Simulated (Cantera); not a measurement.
Input (Python, Cantera):

```python
import numpy as np
import cantera as ct

gas = ct.Solution("gri30.yaml")
gas.TPX = 1298, 13332, {'CO': 0.0027, 'O2': 0.009, 'H2O': 0.09, 'N2': 1}
reactor = ct.IdealGasConstPressureReactor(gas, energy="off", clone=False)
net = ct.ReactorNet([reactor])
net.rtol, net.atol = 1e-08, 1e-18
show = ['CO', 'O2', 'H2O', 'H2', 'O', 'CO2', 'H']
times = np.geomspace(0.0007, 2, 12)

steps = ct.SolutionArray(gas, extra=["t"])
rows = []
print(f"{'t/s':>10s}{'T/K':>9s}{'P/Pa':>11s}" + "".join(f"{s:>11s}" for s in show))
for t in times:
    while net.time < t:
        t_next = net.step()
        steps.append(gas.state, t=t_next)
    rows.append([np.interp(t, steps.t, y) for y in (steps.T, steps.P, *steps(*show).X.T)])
    print(f"{t:10.3e}{rows[-1][0]:9.1f}{rows[-1][1]:11.4g}" + "".join(f"{x:11.3e}" for x in rows[-1][2:]))
rate = np.gradient(steps.T, steps.t)
print("integrator steps:", len(steps.t))
if steps.T.max() > steps.T[0] + 200:
    print(f"time of steepest temperature rise: {steps.t[rate.argmax()]:.4e} s")
gas.TPX = 1298, 13332, {'CO': 0.0027, 'O2': 0.009, 'H2O': 0.09, 'N2': 1}
gas.equilibrate("TP")
print(f"equilibrium (TP): T = {gas.T:.1f} K  " + "  ".join(f"{s} {gas[s].X[0]:.3e}" for s in show))
```

Result:

```
       t/s      T/K       P/Pa         CO         O2        H2O         H2          O        CO2          H
 7.000e-04   1298.0  1.333e+04  2.451e-03  8.169e-03  8.169e-02  6.841e-11  1.850e-10  5.818e-10  7.234e-11
 1.443e-03   1298.0  1.333e+04  2.451e-03  8.169e-03  8.169e-02  4.875e-10  3.218e-10  1.916e-09  2.418e-10
 2.975e-03   1298.0  1.333e+04  2.451e-03  8.169e-03  8.169e-02  3.583e-09  8.572e-10  9.041e-09  9.357e-10
 6.132e-03   1298.0  1.333e+04  2.451e-03  8.169e-03  8.169e-02  3.980e-08  5.427e-09  8.222e-08  6.847e-09
 1.264e-02   1298.0  1.333e+04  2.447e-03  8.168e-03  8.169e-02  1.803e-06  2.129e-07  3.549e-06  2.730e-07
 2.606e-02   1298.0  1.333e+04  1.424e-03  7.806e-03  8.100e-02  4.672e-04  9.218e-05  1.026e-03  1.502e-04
 5.372e-02   1298.0  1.333e+04  6.300e-05  7.170e-03  8.094e-02  5.556e-04  9.742e-05  2.389e-03  1.683e-04
 1.107e-01   1298.0  1.333e+04  1.192e-05  6.993e-03  8.149e-02  1.783e-04  3.012e-05  2.441e-03  2.984e-05
 2.283e-01   1298.0  1.333e+04  3.208e-06  6.951e-03  8.169e-02  4.846e-05  8.123e-06  2.450e-03  4.218e-06
 4.706e-01   1298.0  1.333e+04  8.714e-07  6.946e-03  8.175e-02  1.363e-05  2.303e-06  2.453e-03  6.352e-07
 9.702e-01   1298.0  1.333e+04  2.646e-07  6.947e-03  8.177e-02  4.357e-06  7.452e-07  2.453e-03  1.162e-07
 2.000e+00   1298.0  1.333e+04  9.309e-08  6.949e-03  8.178e-02  1.607e-06  2.778e-07  2.454e-03  2.628e-08
integrator steps: 1194
equilibrium (TP): T = 1298.0 K  CO 1.196e-08  O2 6.912e-03  H2O 8.179e-02  H2 2.272e-07  O 3.910e-08  CO2 2.454e-03  H 1.408e-09
```

Model: GRI-Mech 3.0 (53 species, 325 reactions), integrated in Cantera.
